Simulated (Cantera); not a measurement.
SiH4 + Cl2 + H2 (silicon epitaxy and polysilicon growth)

Charge: 1 mol SiH4, 0.015 mol Cl2, 3.3 mol H2, held at 1450 K and 1.10 mbar.

These are equilibrium values from Cantera (NASA tables, ideal gas, pure condensed phases), not measurements of a reactor. Candidate condensed phases: Si; 19 gas species. Kinetics and transport are ignored.

```yaml
x(H2): 0.994
x(HCl): 0.00546
x(H): 0.000284
x(SiCl2): 9.24e-5
x(Si): 2.80e-6
x(Cl): 1.27e-6
n(Si(s)): 0.999 mol
gas_amount: 5.316 mol
```
